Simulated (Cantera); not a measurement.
Charge: 1 mol C2F6, 8.2 mol H2, held at 3523 K and 25.5 Torr.

Cantera equilibrium calculation (NASA polynomials, part measured and part estimated; ideal gas, pure solids and liquids). Candidate condensed phases: C, C6H6, C7H8, C8H18; 95 gas species. The feed counts by its element totals alone. Rates play no part.

Base state: H 0.583, HF 0.256, F 0.0693, H2 0.0299, C 0.0267, C3 0.0183, C2 0.00787, CF 0.00521 (mole fractions); condensed: gas only.

Question: What changes in the equilibrium state with this change: pressure from 25.5 Torr to 61.5 Torr?

Answer: 
```json
[
 {"species": "H", "before": "0.583", "after": "0.531"},
 {"species": "HF", "before": "0.256", "after": "0.313"},
 {"species": "H2", "before": "0.0299", "after": "0.0597"},
 {"species": "F", "before": "0.0693", "after": "0.0387"},
 {"species": "C", "before": "0.0267", "after": "0.0160"},
 {"species": "C3", "before": "0.0183", "after": "0.0227"},
 {"species": "C4H2", "before": "2.94e-6", "after": "2.54e-5"},
 {"species": "C2H2 (vinylidene)", "before": "4.00e-6", "after": "1.66e-5"}
]
```
